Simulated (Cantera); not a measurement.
**Thermodynamics of boron, boron nitride and boron oxide, feed borazine + H2O + N2**

Charge: 1 mol borazine, a varied amount of H2O, 0.12 mol N2, at 2100 K and 68.0 Pa.

Equilibrium computed with Cantera from the NASA thermochemical tables; the gas is ideal and each condensed phase is pure. Candidate condensed phases: B, BN, B2O3, B3O3H3, H2O; 39 gas species. The feed counts by its element totals alone. The tables' values for BH2 are old estimates; treat these amounts as uncertain. Equilibrium is a limit: real reactors are often held back by kinetics, nucleation or transport.

```tsv
n(H2O) (mol)	x H2	x N2	x BO	x H	x HBO	x B2O2	x B2O	x B	n B(s)
0.12	0.566	0.319	0.0155	0.0899	0.00738	0.000228	0.000291	0.000955	2.87
0.14	0.565	0.317	0.0179	0.0898	0.00852	0.000303	0.000336	0.000955	2.85
0.17	0.563	0.313	0.0214	0.0897	0.0102	0.000434	0.000401	0.000955	2.82
0.21	0.561	0.309	0.0260	0.0895	0.0123	0.000637	0.000486	0.000955	2.78
0.25	0.559	0.305	0.0303	0.0893	0.0143	0.000869	0.000568	0.000955	2.74
0.31	0.556	0.298	0.0366	0.0891	0.0172	0.00126	0.000685	0.000955	2.68
0.37	0.553	0.292	0.0425	0.0888	0.0200	0.00171	0.000796	0.000955	2.62
0.45	0.549	0.284	0.0499	0.0885	0.0234	0.00235	0.000934	0.000955	2.54
0.55	0.545	0.275	0.0585	0.0882	0.0273	0.00324	0.00110	0.000955	2.44
0.66	0.541	0.266	0.0672	0.0879	0.0313	0.00427	0.00126	0.000955	2.32
0.81	0.536	0.254	0.0780	0.0874	0.0361	0.00575	0.00146	0.000955	2.17
0.98	0.530	0.242	0.0889	0.0870	0.0409	0.00746	0.00166	0.000955	2.00
1.2	0.525	0.228	0.101	0.0865	0.0464	0.00968	0.00190	0.000955	1.78
```
x: gas mole fraction; n: condensed amount in mol.

From 0.12 mol H2O to 1.2 mol H2O the condensed part is B(s). The main B-bearing gas is BO throughout. The share of B in condensed phases is highest at 0.12 mol H2O (95.7 %) and lowest at 1.2 mol H2O (59.2 %).
